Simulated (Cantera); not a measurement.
# Equilibrium for nitride etching: Si3N4 + F2

Feed: 1 mol Si3N4, 1 mol F2, equilibrated at 452 °C and 22.0 mbar.

Equilibrium computed with Cantera from the NASA thermochemical tables; the gas is ideal and each condensed phase is pure. Candidate condensed phases: Si, Si3N4; 16 gas species. Equilibrium is a limit: real reactors are often held back by kinetics, nucleation or transport.

| Quantity | Value |
|---|---|
| x(SiF4) | 0.600 |
| x(N2) | 0.400 |
| n(Si3N4(s)) | 0.833 mol |
| gas amount | 0.8333 mol |
| log10 activity of Si(s) (absent) | -10.76 |
